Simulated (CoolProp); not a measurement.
Vapour-liquid equilibrium of R1234yf (1) + R227EA (2) at -1.25 °C; x and y are mole fractions of (1).

Values from CoolProp's multi-fluid Helmholtz-energy mixture model, Lemmon 2022 and Lemmon 2016; pair parameters Bell 2016.

Problem. Give the bubble pressure and the first vapour's composition at x = 0.05, 0.125, 0.725. Is there an azeotrope?

Solution. x = 0.05: 1.925 bar, y = 0.077; x = 0.125: 2.015 bar, y = 0.184; x = 0.725: 2.706 bar, y = 0.801. No azeotrope shows between x = 0.05 and 0.95.

Pair parameters are fitted to limited data, so mixtures are less certain than the pure fluids.
